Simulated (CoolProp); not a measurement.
Neopentane along the isobar 2.11 MPa: Z from the reference equation and from simpler models built on Tc = 160.6 °C, pc = 3.196 MPa, ω = 0.196; each cubic takes its own stable root.

Values from CoolProp's reference Helmholtz-energy equation of state, Lemmon 2006. It is a short technical equation, of lower accuracy than the large ones.

```csv
T (°C),phase,reference,van der Waals,Redlich-Kwong
38.85,liquid,0.1025,0.1603,0.1116
68.65,liquid,0.09986,0.1565,0.1107
98.35,liquid,0.09996,0.1582,0.1140
128.15,liquid,0.1056,0.6662,0.1281
157.85,gas,0.7113,0.7477,0.7172
187.65,gas,0.7876,0.7988,0.7843
217.35,gas,0.8361,0.8349,0.8291
247.15,gas,0.8703,0.8622,0.8617
276.85,gas,0.8957,0.8835,0.8863
```

At some of these states van der Waals gives the other phase, because its saturation line lies elsewhere.
